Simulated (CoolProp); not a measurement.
Properties of R11 along the isotherm 500 K (Tc = 471.1 K, pc = 4.408 MPa, ω = 0.189).

Model: reference Helmholtz-energy equation of state, Jacobsen 1992, in CoolProp.

| p (MPa) | phase | density (kg/m³) | cp (kJ/(kg K)) | isothermal compressibility (1/MPa) |
|---|---|---|---|---|
| 0.689 | gas | 23.82 | 0.7013 | 1.521 |
| 1.38 | gas | 50.23 | 0.7247 | 0.8037 |
| 2.07 | gas | 79.88 | 0.7568 | 0.5743 |
| 2.75 | gas | 113.5 | 0.8022 | 0.4710 |
| 3.44 | gas | 154.1 | 0.8727 | 0.4216 |
| 4.13 | gas | 204.8 | 0.9924 | 0.4094 |
| 4.82 | supercritical | 273.4 | 1.227 | 0.4356 |
| 5.51 | supercritical | 377.7 | 1.753 | 0.5051 |
| 6.2 | supercritical | 532.3 | 2.291 | 0.4327 |
| 6.89 | supercritical | 664.9 | 2.005 | 0.2248 |
| 7.58 | supercritical | 744.2 | 1.644 | 0.1185 |
| 8.26 | supercritical | 793.8 | 1.455 | 0.07668 |
| 8.95 | supercritical | 830.3 | 1.345 | 0.05577 |
| 9.64 | supercritical | 859.0 | 1.274 | 0.04357 |
| 10.3 | supercritical | 881.7 | 1.224 | 0.03593 |
| 11 | supercritical | 902.2 | 1.185 | 0.03025 |

The peak of cp marks the crossing from liquid-like to gas-like fluid above the critical point.
